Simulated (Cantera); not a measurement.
A Cantera script and its output.

```python
import numpy as np
import cantera as ct

gas = ct.Solution("gri30.yaml")
gas.TPX = 1275, 67, {'C3H8': 1, 'H2': 2.4}
reactor = ct.IdealGasConstPressureReactor(gas, energy="off", clone=False)
net = ct.ReactorNet([reactor])
net.rtol, net.atol = 1e-08, 1e-18
show = ['C3H8', 'H2', 'C2H6', 'C2H4', 'C2H2']
times = np.geomspace(0.0001, 5, 13)

steps = ct.SolutionArray(gas, extra=["t"])
rows = []
print(f"{'t/s':>10s}{'T/K':>9s}{'P/Pa':>11s}" + "".join(f"{s:>11s}" for s in show))
for t in times:
    while net.time < t:
        t_next = net.step()
        steps.append(gas.state, t=t_next)
    rows.append([np.interp(t, steps.t, y) for y in (steps.T, steps.P, *steps(*show).X.T)])
    print(f"{t:10.3e}{rows[-1][0]:9.1f}{rows[-1][1]:11.4g}" + "".join(f"{x:11.3e}" for x in rows[-1][2:]))
rate = np.gradient(steps.T, steps.t)
print("integrator steps:", len(steps.t))
if steps.T.max() > steps.T[0] + 200:
    print(f"time of steepest temperature rise: {steps.t[rate.argmax()]:.4e} s")
gas.TPX = 1275, 67, {'C3H8': 1, 'H2': 2.4}
gas.equilibrate("TP")
print(f"equilibrium (TP): T = {gas.T:.1f} K  " + "  ".join(f"{s} {gas[s].X[0]:.3e}" for s in show))
```

Result:

```
       t/s      T/K       P/Pa       C3H8         H2       C2H6       C2H4       C2H2
 1.000e-04   1275.0         67  2.941e-01  7.059e-01  1.083e-07  6.521e-07  3.717e-14
 2.464e-04   1275.0         67  2.940e-01  7.058e-01  6.441e-07  5.277e-06  7.714e-13
 6.070e-04   1275.0         67  2.938e-01  7.057e-01  3.718e-06  4.128e-05  2.376e-11
 1.495e-03   1275.0         67  2.933e-01  7.054e-01  2.000e-05  2.713e-04  1.202e-09
 3.684e-03   1275.0         67  2.911e-01  7.044e-01  9.219e-05  1.522e-03  6.552e-08
 9.076e-03   1275.0         67  2.822e-01  6.998e-01  3.373e-04  7.614e-03  2.783e-06
 2.236e-02   1275.0         67  2.436e-01  6.794e-01  1.194e-03  3.586e-02  9.356e-05
 5.509e-02   1275.0         67  1.239e-01  6.179e-01  3.803e-03  1.250e-01  2.077e-03
 1.357e-01   1275.0         67  1.370e-02  5.640e-01  2.926e-03  1.951e-01  1.648e-02
 3.344e-01   1275.0         67  9.092e-04  5.642e-01  9.268e-04  1.855e-01  3.395e-02
 8.238e-01   1275.0         67  7.840e-05  5.693e-01  3.499e-04  1.725e-01  4.560e-02
 2.030e+00   1275.0         67  3.740e-06  5.738e-01  1.317e-04  1.608e-01  5.538e-02
 5.000e+00   1275.0         67  2.949e-08  5.782e-01  4.096e-05  1.490e-01  6.511e-02
integrator steps: 961
equilibrium (TP): T = 1275.0 K  C3H8 2.324e-13  H2 7.632e-01  C2H6 1.585e-08  C2H4 4.754e-04  C2H2 2.332e-01
```

Detailed kinetics in Cantera: GRI-Mech 3.0 (53 species, 325 reactions). GRI-Mech 3.0 was tuned for natural gas; its chemistry of propane as a main component is partial and can be far from experiment. GRI-Mech 3.0 stops at C3 and has no aromatics, soot or wall deposition, so with more carbon than oxygen in the feed, carbon stays in small species such as C2H2 where larger ones or solid carbon would form. Radical loss at walls, strong at low pressure, is not modelled.
